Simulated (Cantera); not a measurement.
A closed system holds: 1 mol Nb, 11 mol N₂O, 6.3 mol N₂, at 527 °C and 10.0 mbar.

Method: chemical equilibrium by Gibbs-energy minimisation in Cantera with the NASA 1993 tables (ideal gas, pure condensed phases). Candidate condensed phases: Nb, NbO, NbO₂, Nb₂O₅; 12 gas species. Condensed phases not in the tables: the oxides between NbO₂ and Nb₂O₅. Kinetics and transport are ignored.

Q: What is the equilibrium state?

A: 
```json
{
  "x(N₂)": "0.803",
  "x(O₂)": "0.197",
  "x(NO)": "1.96e-6",
  "n(Nb₂O₅(s))": "0.500 mol",
  "gas_amount": "21.55 mol",
  "log10 activity of NbO₂(s) (absent)": "-7.51",
  "log10 activity of Nb(s) (absent)": "-47.10"
}
```
